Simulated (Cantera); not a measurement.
A perfectly stirred reactor is fed with H2 : O2 : N2 = 0.92 : 1 : 17 (molar parts), equivalence ratio 0.46, at 100.0 Torr; it is held at 873 K, and followed from long to short residence time.

Computed with Cantera and GRI-Mech 3.0 (53 species, 325 reactions). Radical loss at walls, strong at low pressure, is not modelled. Below about 950 K walls govern HO2 and H2O2 in real vessels. The temperature is held fixed by assumption; the heat of reaction is taken as removed at once.

Problem. What does this change do: pressure from 100.0 Torr to 0.230 bar?

Solution. 
| quantity | before | after |
|---|---|---|
| x(H2) at τ = 3.30 s | 0.000990 | 0.00235 |
| x(O2) at τ = 3.30 s | 0.0297 | 0.0304 |
| x(H2O) at τ = 3.30 s | 0.0488 | 0.0474 |
| x(N2O) at τ = 3.30 s | 2.71e-8 | 2.46e-8 |
| x(H) at τ = 3.30 s | 8.42e-6 | 2.72e-6 |
| x(H2) at τ = 28.0 ms | 0.00921 | 0.0109 |
| x(O2) at τ = 28.0 ms | 0.0338 | 0.0345 |
| x(H2O) at τ = 28.0 ms | 0.0400 | 0.0385 |
| x(N2O) at τ = 28.0 ms | 3.85e-9 | 5.23e-9 |
| x(H) at τ = 28.0 ms | 0.000731 | 0.000240 |

Problem. What does this change do: O2 1 to 2.8 parts?

Solution. 
| quantity | before | after |
|---|---|---|
| x(H2) at τ = 3.30 s | 0.000990 | 0.00119 |
| x(O2) at τ = 3.30 s | 0.0297 | 0.116 |
| x(H2O) at τ = 3.30 s | 0.0488 | 0.0442 |
| x(N2O) at τ = 3.30 s | 2.71e-8 | 2.43e-8 |
| x(H) at τ = 3.30 s | 8.42e-6 | 2.04e-6 |
| x(H2) at τ = 28.0 ms | 0.00921 | 0.00852 |
| x(O2) at τ = 28.0 ms | 0.0338 | 0.119 |
| x(H2O) at τ = 28.0 ms | 0.0400 | 0.0365 |
| x(N2O) at τ = 28.0 ms | 3.85e-9 | 3.78e-9 |
| x(H) at τ = 28.0 ms | 0.000731 | 0.000202 |
